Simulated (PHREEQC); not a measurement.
Model water analysis in mg/kgw, 25 °C, pH 6.73:

```
constituent         mg/kgw
------------------  ------
Na                    9390
K                     1820
Ca                     319
Mg                     919
Cl                   12900
S(6) as SO4           9260
Alkalinity as HCO3   0.086
Li                    79.4
B                    0.807
Fe(2)                 6.55
```

Valence states are taken as typed.

All values are PHREEQC results (ion-association model, phreeqc.dat), not measurements.

This is a speciation only: nothing precipitates in the calculation.

Question: Order these Fe species by the share of Fe that they hold, largest first: FeCl+, FeSO4, Fe+2.

Answer: Fe+2 (67 %), FeSO4 (26 %), FeCl+ (7.0 %)

The pH is 6.73 and the ionic strength 0.582 mol/kgw. Complexes and solids missing from the database can't appear.
